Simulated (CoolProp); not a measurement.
Vapour-liquid equilibrium of n-octane (1) + ethylbenzene (2) at 510.5 K; x and y are mole fractions of (1).

The numbers come from the multi-fluid Helmholtz-energy mixture model, Beckmüller 2019 and Zhou 2012; pair parameters Bell 2016 in CoolProp.

```tsv
x	bubble pressure, mixture model (MPa)	bubble pressure, Raoult's law (MPa)	y, mixture model	y, Raoult's law
0.05	0.8550	0.8477	0.065	0.062
0.125	0.8803	0.8640	0.157	0.153
0.2	0.9036	0.8803	0.242	0.240
0.275	0.9251	0.8967	0.321	0.323
0.35	0.9448	0.9130	0.397	0.404
0.425	0.9629	0.9293	0.470	0.482
0.5	0.9796	0.9456	0.541	0.558
0.575	0.9947	0.9619	0.610	0.630
0.65	1.008	0.9783	0.679	0.701
0.725	1.021	0.9946	0.747	0.769
0.8	1.032	1.011	0.815	0.834
0.875	1.041	1.027	0.884	0.898
0.95	1.050	1.044	0.953	0.960
```

The largest gap from Raoult's law is +3.6 % in bubble pressure, at x = 0.425. No azeotrope shows between x = 0.05 and 0.95.

Pair parameters are fitted to limited data, so mixtures are less certain than the pure fluids.
